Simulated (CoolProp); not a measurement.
Vapour-liquid equilibrium of R113 (1) + n-heptane (2) at 39.05 °C; x and y are mole fractions of (1).

Computed with CoolProp (multi-fluid Helmholtz-energy mixture model, Marx 1992 and Span 2003; pair parameters Bell 2016).

| x | bubble pressure, mixture model (MPa) | bubble pressure, Raoult's law (MPa) | y, mixture model | y, Raoult's law |
|---|---|---|---|---|
| 0.05 | 0.01616 | 0.01501 | 0.302 | 0.252 |
| 0.125 | 0.02242 | 0.01980 | 0.533 | 0.478 |
| 0.2 | 0.02833 | 0.02459 | 0.659 | 0.616 |
| 0.275 | 0.03386 | 0.02938 | 0.738 | 0.708 |
| 0.35 | 0.03902 | 0.03417 | 0.792 | 0.775 |
| 0.425 | 0.04383 | 0.03896 | 0.833 | 0.826 |
| 0.5 | 0.04833 | 0.04375 | 0.864 | 0.865 |
| 0.575 | 0.05259 | 0.04854 | 0.890 | 0.897 |
| 0.65 | 0.05668 | 0.05333 | 0.912 | 0.922 |
| 0.725 | 0.06067 | 0.05811 | 0.932 | 0.944 |
| 0.8 | 0.06464 | 0.06290 | 0.951 | 0.962 |
| 0.875 | 0.06866 | 0.06769 | 0.969 | 0.978 |
| 0.95 | 0.07280 | 0.07248 | 0.987 | 0.992 |

The largest gap from Raoult's law is +15.2 % in bubble pressure, at x = 0.275. No azeotrope shows between x = 0.05 and 0.95.

Pair parameters are fitted to limited data, so mixtures are less certain than the pure fluids.
